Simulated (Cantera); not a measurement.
A closed system holds: 1 mol HgO, 0.06 mol H2, 5.4 mol N2, equilibrated at 1000 K and 0.140 bar.

Equilibrium computed with Cantera from the NASA thermochemical tables; the gas is ideal and each condensed phase is pure. Candidate condensed phases: H2O, Hg, HgO; 25 gas species. Kinetics and transport are ignored.

Base state: N2 0.779, Hg 0.144, O2 0.0678, H2O 0.00866, NO 1.77e-5 (mole fractions); condensed: gas only.

**Question.** What changes in the equilibrium state with this change: H2 from 0.06 to 0.84 mol?

**Answer.** 
| species | before | after |
|---|---|---|
| N2 | 0.779 | 0.738 |
| Hg | 0.144 | 0.137 |
| H2O | 0.00866 | 0.115 |
| O2 | 0.0678 | 0.0109 |
| NO | 1.77e-5 | 6.90e-6 |
